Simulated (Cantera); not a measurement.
Cantera run, input and output.

```python
import numpy as np
import cantera as ct

gas = ct.Solution("gri30.yaml")


def delay(T, t_max=10):
    gas.TPX = T, 1000000, {'CH4': 1, 'O2': 2.74, 'N2': 10.3}
    reactor = ct.IdealGasConstPressureReactor(gas, clone=False)
    net = ct.ReactorNet([reactor])
    net.rtol, net.atol = 1e-8, 1e-16
    while net.time < t_max:
        t_old, T_old = net.time, reactor.T
        net.step()
        if reactor.T > T + 400:  # ignition: a rise of 400 K
            return t_old + (T + 400 - T_old) / (reactor.T - T_old) * (net.time - t_old)
    return np.nan


taus = []
for T in [1250, 1350, 1450, 1550, 1650, 1750, 1850, 1950]:
    taus.append(delay(T))
    print(f"T0 = {T:6g} K   tau = {taus[-1]:.4e} s")
```

Output:

```
T0 =   1250 K   tau = 2.2481e-03 s
T0 =   1350 K   tau = 7.3626e-04 s
T0 =   1450 K   tau = 2.6649e-04 s
T0 =   1550 K   tau = 1.0552e-04 s
T0 =   1650 K   tau = 4.5632e-05 s
T0 =   1750 K   tau = 2.1599e-05 s
T0 =   1850 K   tau = 1.1171e-05 s
T0 =   1950 K   tau = 6.2649e-06 s
```

Detailed kinetics in Cantera: GRI-Mech 3.0 (53 species, 325 reactions).
